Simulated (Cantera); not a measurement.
A perfectly stirred reactor is fed with H2 : O2 : N2 = 1.4 : 1 : 5.3 (molar parts), at 0.320 bar; it is held at 1325 K, and followed from long to short residence time.

Cantera simulation using the H2/O2 subset of GRI-Mech 3.0, which has no nitrogen chemistry; the numbers are that mechanism's predictions, not measurements. The temperature is held fixed by assumption; the heat of reaction is taken as removed at once.

Q: What does this change do: H2 1.4 to 7.2 parts?

A: 
```json
[
 {"quantity": "x(H2) at τ = 1.80 s", "before": "0.000136", "after": "0.415"},
 {"quantity": "x(O2) at τ = 1.80 s", "before": "0.0428", "after": "2.90e-5"},
 {"quantity": "x(H2O2) at τ = 1.80 s", "before": "2.21e-7", "after": "6.77e-10"},
 {"quantity": "x(HO2) at τ = 1.80 s", "before": "1.88e-6", "after": "9.75e-9"},
 {"quantity": "x(O) at τ = 1.80 s", "before": "3.82e-5", "after": "6.39e-8"},
 {"quantity": "x(H2) at τ = 36.0 ms", "before": "0.00177", "after": "0.409"},
 {"quantity": "x(O2) at τ = 36.0 ms", "before": "0.0432", "after": "0.000211"},
 {"quantity": "x(H2O2) at τ = 36.0 ms", "before": "1.02e-6", "after": "2.52e-9"},
 {"quantity": "x(HO2) at τ = 36.0 ms", "before": "9.23e-6", "after": "7.10e-8"},
 {"quantity": "x(O) at τ = 36.0 ms", "before": "0.000540", "after": "3.17e-6"}
]
```

Q: What does this change do: pressure from 0.320 bar to 0.133 bar?

A: 
```json
[
 {"quantity": "x(H2) at τ = 1.80 s", "before": "0.000136", "after": "0.000353"},
 {"quantity": "x(O2) at τ = 1.80 s", "before": "0.0428", "after": "0.0428"},
 {"quantity": "x(H2O2) at τ = 1.80 s", "before": "2.21e-7", "after": "2.12e-7"},
 {"quantity": "x(HO2) at τ = 1.80 s", "before": "1.88e-6", "after": "1.85e-6"},
 {"quantity": "x(O) at τ = 1.80 s", "before": "3.82e-5", "after": "0.000129"},
 {"quantity": "x(H2) at τ = 36.0 ms", "before": "0.00177", "after": "0.00431"},
 {"quantity": "x(O2) at τ = 36.0 ms", "before": "0.0432", "after": "0.0441"},
 {"quantity": "x(H2O2) at τ = 36.0 ms", "before": "1.02e-6", "after": "7.06e-7"},
 {"quantity": "x(HO2) at τ = 36.0 ms", "before": "9.23e-6", "after": "5.09e-6"},
 {"quantity": "x(O) at τ = 36.0 ms", "before": "0.000540", "after": "0.00171"}
]
```

Q: What does this change do: pressure from 0.320 bar to 1.00 bar?

A: 
```tsv
quantity	before	after
x(H2) at τ = 1.80 s	0.000136	5.45e-5
x(O2) at τ = 1.80 s	0.0428	0.0428
x(H2O2) at τ = 1.80 s	2.21e-7	1.81e-7
x(HO2) at τ = 1.80 s	1.88e-6	1.68e-6
x(O) at τ = 1.80 s	3.82e-5	6.94e-6
x(H2) at τ = 36.0 ms	0.00177	0.000729
x(O2) at τ = 36.0 ms	0.0432	0.0430
x(H2O2) at τ = 36.0 ms	1.02e-6	1.14e-6
x(HO2) at τ = 36.0 ms	9.23e-6	1.46e-5
x(O) at τ = 36.0 ms	0.000540	0.000107
```
